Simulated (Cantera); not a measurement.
A closed system holds: 1 mol B₂H₆, 1.5 mol NH₃, at 0.520 bar.

Equilibrium computed with Cantera from the NASA thermochemical tables; the gas is ideal and each condensed phase is pure. Candidate condensed phases: B, BN; 15 gas species. The feed counts by its element totals alone. Mutual solubility and eutectic melting of coexisting phases are not modelled. The tables' values for BH₂ are old estimates; treat these amounts as uncertain. Gases not in the tables: B₂H₆ and higher boranes. Kinetics and transport are ignored. All values below are at 1577 °C.

Base state: H₂ 0.999, H 0.000747, BH₂ 0.000184, N₂ 2.01e-5, BH₃ 1.69e-5 (mole fractions); condensed: B(s) + BN(s).

Problem. What changes in the equilibrium state with this change: 1.7 mol O₂ added?

Solution. 
| species | before | after |
|---|---|---|
| H₂ | 0.999 | 0.761 |
| N₂ | 2.01e-5 | 0.119 |
| HBO₂ | 0 | 0.0704 |
| H₂O | 0 | 0.0309 |
| B₂O₃ | 0 | 0.0129 |
| HBO | 0 | 0.00547 |
| B₂O₂ | 0 | 0.000137 |
| BO | 0 | 7.91e-5 |
| BH₃ | 1.69e-5 | 2.47e-9 |
| BH₂ | 0.000184 | 3.07e-8 |
| B(s), mol | 0.499 | 0 |
| BN(s), mol | 1.50 | 0 |
| B₂O₃(l), mol | 0 | 0.677 |
Further candidate phases: B₂O₃, B₃O₃H₃, H₂O.
